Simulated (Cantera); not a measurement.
Feed: 1 mol PbO, 6.4 mol CO, 13 mol H₂, at 10.0 mbar.

Equilibrium computed with Cantera from the NASA thermochemical tables; the gas is ideal and each condensed phase is pure. Candidate condensed phases: C, C₆H₆, C₇H₈, C₈H₁₈, H₂O, Pb, PbO, PbO₂, Pb₃O₄; 113 gas species. Kinetics and transport are ignored.

Which condensed phases are stable at each of these points (T (K)): 723, 798, 873, 948, 1023, 1098, 1173, 1248, 1323, 1398, 1473, 1548, 1623?


```json
[
 {"T (K)": "723", "condensed phases": "C(graphite) + Pb(l)", "Pb condensed (%)": "100.0"},
 {"T (K)": "798", "condensed phases": "C(graphite) + Pb(l)", "Pb condensed (%)": "100.0"},
 {"T (K)": "873", "condensed phases": "Pb(l)", "Pb condensed (%)": "99.9"},
 {"T (K)": "948", "condensed phases": "Pb(l)", "Pb condensed (%)": "99.1"},
 {"T (K)": "1023", "condensed phases": "Pb(l)", "Pb condensed (%)": "94.8"},
 {"T (K)": "1098", "condensed phases": "Pb(l)", "Pb condensed (%)": "77.1"},
 {"T (K)": "1173", "condensed phases": "Pb(l)", "Pb condensed (%)": "14.6"},
 {"T (K)": "1248", "condensed phases": "gas only", "Pb condensed (%)": "0.0"},
 {"T (K)": "1323", "condensed phases": "gas only", "Pb condensed (%)": "0.0"},
 {"T (K)": "1398", "condensed phases": "gas only", "Pb condensed (%)": "0.0"},
 {"T (K)": "1473", "condensed phases": "gas only", "Pb condensed (%)": "0.0"},
 {"T (K)": "1548", "condensed phases": "gas only", "Pb condensed (%)": "0.0"},
 {"T (K)": "1623", "condensed phases": "gas only", "Pb condensed (%)": "0.0"}
]
```

From 723 K to 798 K the condensed part is C(graphite) + Pb(l). From 873 K to 1173 K the condensed part is Pb(l). From 1248 K to 1623 K nothing is condensed.
